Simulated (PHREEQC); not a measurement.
**Acid rinse or clean: speciation**

A solution holds 7.6 mmol/kgw HCl, 64 mmol/kgw AlCl3 and 1.1 mmol/kgw KCl, at 35 °C. Closed to the air; pH follows from the charge balance.

Equilibrium calculation in PHREEQC: ion-association model, phreeqc.dat.

Each row changes one thing in this solution. This is a speciation only: nothing precipitates in the calculation.

| case | pH | AlOH+2 (mol/kgw) | Al(OH)2+ (mol/kgw) | SI of Gibbsite (Al(OH)3) | SI of Sylvite (KCl) |
|---|---|---|---|---|---|
| as made | 2.23 | 7.89e-5 | 8.20e-8 | -3.11 | -4.97 |
| temperature from 35 to 65 °C | 2.21 | 0.000425 | 2.81e-6 | -1.77 | -5.11 |
| KCl from 0.0011 to 0.0055 mol/kgw | 2.23 | 7.89e-5 | 8.18e-8 | -3.11 | -4.26 |
| diluted 5-fold with water | 2.87 | 8.42e-5 | 5.74e-7 | -1.56 | -6.22 |
| HCl from 0.0076 to 0.0152 mol/kgw | 1.93 | 3.98e-5 | 2.07e-8 | -4.00 | -4.95 |
| HCl from 0.0076 to 0.00152 mol/kgw | 2.85 | 0.000327 | 1.41e-6 | -1.25 | -4.98 |
| HCl from 0.0076 to 0.038 mol/kgw | 1.53 | 1.59e-5 | 3.28e-9 | -5.20 | -4.91 |

Complexes and solids missing from the database can't appear. Away from 25 °C the constants follow the database's enthalpies or fits; those with neither stay at their 25 °C values.
